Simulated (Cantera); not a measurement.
A closed system holds: 1 mol Si3N4, 8 mol F2, 86 mol N2, at 923 K and 59.0 Pa.

Equilibrium computed with Cantera from the NASA thermochemical tables; the gas is ideal and each condensed phase is pure. Candidate condensed phases: Si, Si3N4; 16 gas species. Rates play no part.

Base state: N2 0.927, F 0.0411, SiF4 0.0316, F2 0.000538 (mole fractions); condensed: gas only.

**Question.** What changes in the equilibrium state with this change: F2 from 8 to 6.9 mol?

**Answer.** 
```tsv
species	before	after
N2	0.927	0.948
SiF4	0.0316	0.0323
F	0.0411	0.0192
F2	0.000538	0.000117
```

**Question.** What changes in the equilibrium state with this change: Si3N4 replaced by BN?

**Answer.** 
```
species    before    after
-------  --------  -------
N2          0.927    0.865
F          0.0411    0.121
BF3             0  0.01000
SiF4       0.0316        0
F2       0.000538  0.00465
```
Further candidate phases: B, BN.
